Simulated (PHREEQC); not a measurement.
Consider water at 32 °C with 1.6 mmol/kgw Cd(NO3)2, 1.7 mmol/kgw Al2(SO4)3, 12 mmol/kgw KBr and 0.37 mmol/kgw NaBr. Closed to the air; pH follows from the charge balance.

Computed with PHREEQC (ion-association model, phreeqc.dat).

```csv
quantity,before,after
ionic strength (mol/kgw),0.0272,0.0145
SO4-2 (mol/kgw),0.00258,0.00145
Al+3 (mol/kgw),0.00118,0.000672
SI of Gibbsite (Al(OH)3),+0.88,+0.96
```

### Question
Which change was made?
(A) diluted 2-fold with water
(B) Cd(NO3)2 left out
(C) KBr from 0.012 to 0.018 mol/kgw
(D) temperature from 32 to 90 °C
(E) Cd(NO3)2 from 0.0016 to 0.0008 mol/kgw

### Answer
A, diluted 2-fold with water

Precipitation was switched off in this run. Some of these states are supersaturated (in Gibbsite (slow to form), for instance).
